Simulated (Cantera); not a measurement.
# Thermodynamics of silicon carbide growth, feed (CH₃)₂SiCl₂ + H₂

Feed: 1 mol (CH₃)₂SiCl₂, 270 mol H₂, held at 82.0 mbar.

Equilibrium computed with Cantera from the NASA thermochemical tables; the gas is ideal and each condensed phase is pure. Candidate condensed phases: C, C₆H₆, C₇H₈, C₈H₁₈, Si, SiC; 109 gas species. The feed counts by its element totals alone. The tables' values for SiCl are old estimates; treat these amounts as uncertain. Gases not in the tables: Si₂H₆ and higher silanes. Equilibrium is a limit: real reactors are often held back by kinetics, nucleation or transport.

```json
[
 {"T (K)": "1823", "x H₂": "0.991", "x H": "0.00151", "x HCl": "0.00728", "x C₂H₂ (acetylene)": "0.000209", "x Si": "1.44e-6", "x Cl": "8.44e-6", "x SiC₂": "2.40e-8", "n C(graphite)": "0.871", "n SiC(s)": "0.998"},
 {"T (K)": "1898", "x H₂": "0.990", "x H": "0.00272", "x HCl": "0.00726", "x C₂H₂ (acetylene)": "0.000372", "x Si": "5.52e-6", "x Cl": "1.50e-5", "x SiC₂": "1.38e-7", "n C(graphite)": "0.786", "n SiC(s)": "0.996"},
 {"T (K)": "1973", "x H₂": "0.987", "x H": "0.00468", "x HCl": "0.00724", "x C₂H₂ (acetylene)": "0.000632", "x Si": "1.91e-5", "x Cl": "2.57e-5", "x SiC₂": "6.95e-7", "n C(graphite)": "0.651", "n SiC(s)": "0.990"},
 {"T (K)": "2048", "x H₂": "0.984", "x H": "0.00776", "x HCl": "0.00721", "x C₂H₂ (acetylene)": "0.00103", "x Si": "6.01e-5", "x Cl": "4.21e-5", "x SiC₂": "3.09e-6", "n C(graphite)": "0.447", "n SiC(s)": "0.973"},
 {"T (K)": "2123", "x H₂": "0.978", "x H": "0.0124", "x HCl": "0.00716", "x C₂H₂ (acetylene)": "0.00162", "x Si": "0.000174", "x Cl": "6.66e-5", "x SiC₂": "1.24e-5", "n C(graphite)": "0.159", "n SiC(s)": "0.928"},
 {"T (K)": "2198", "x H₂": "0.971", "x H": "0.0192", "x HCl": "0.00709", "x C₂H₂ (acetylene)": "0.00210", "x Si": "0.000509", "x Cl": "0.000102", "x SiC₂": "4.14e-5", "n C(graphite)": "0", "n SiC(s)": "0.797"},
 {"T (K)": "2273", "x H₂": "0.960", "x H": "0.0287", "x HCl": "0.00698", "x C₂H₂ (acetylene)": "0.00259", "x Si": "0.00140", "x Cl": "0.000151", "x SiC₂": "0.000126", "n C(graphite)": "0", "n SiC(s)": "0.443"},
 {"T (K)": "2348", "x H₂": "0.944", "x H": "0.0419", "x HCl": "0.00684", "x C₂H₂ (acetylene)": "0.00319", "x Si": "0.00257", "x Cl": "0.000218", "x SiC₂": "0.000258", "n C(graphite)": "0", "n SiC(s)": "0"},
 {"T (K)": "2423", "x H₂": "0.927", "x H": "0.0596", "x HCl": "0.00671", "x C₂H₂ (acetylene)": "0.00319", "x Si": "0.00275", "x Cl": "0.000307", "x SiC₂": "0.000253", "n C(graphite)": "0", "n SiC(s)": "0"},
 {"T (K)": "2498", "x H₂": "0.904", "x H": "0.0827", "x HCl": "0.00652", "x C₂H₂ (acetylene)": "0.00318", "x Si": "0.00286", "x Cl": "0.000422", "x SiC₂": "0.000241", "n C(graphite)": "0", "n SiC(s)": "0"},
 {"T (K)": "2573", "x H₂": "0.874", "x H": "0.112", "x HCl": "0.00628", "x C₂H₂ (acetylene)": "0.00313", "x Si": "0.00291", "x Cl": "0.000565", "x SiC₂": "0.000227", "n C(graphite)": "0", "n SiC(s)": "0"},
 {"T (K)": "2648", "x H₂": "0.838", "x H": "0.149", "x HCl": "0.00597", "x C₂H₂ (acetylene)": "0.00306", "x Si": "0.00292", "x Cl": "0.000740", "x SiC₂": "0.000212", "n C(graphite)": "0", "n SiC(s)": "0"}
]
```
x: gas mole fraction; n: condensed amount in mol.

From 1823 K to 2123 K the condensed part is C(graphite) + SiC(s). From 2198 K to 2273 K the condensed part is SiC(s). From 2348 K to 2648 K nothing is condensed. The main Si-bearing gas is SiCl₂ at 1823 K and Si at 2648 K.
